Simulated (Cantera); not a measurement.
Input: 1 mol CH3Cl, 0.39 mol F2, equilibrated at 425 °C and 0.0160 bar.

Method: chemical equilibrium by Gibbs-energy minimisation in Cantera with the NASA 1993 tables (ideal gas, pure condensed phases). Candidate condensed phases: C, C6H6, C7H8, C8H18; 118 gas species. The numbers say what is thermodynamically allowed, not how fast it happens.

Base state: HCl 0.422, HF 0.329, H2 0.241, CH4 0.00821 (mole fractions); condensed: C(graphite).

Problem. What changes in the equilibrium state with this change: temperature from 425 °C to 2252 °C?

Solution. 
```
species            before     after
----------------  -------  --------
HF                  0.329     0.294
HCl                 0.422     0.283
H2                  0.241     0.222
H                   <1e-9     0.104
Cl                  <1e-9    0.0938
C2H2 (acetylene)    <1e-9   0.00267
F                   <1e-9  0.000308
C2H                 <1e-9   9.49e-5
CH4               0.00821   1.14e-7
C(graphite), mol    0.981     0.985
```
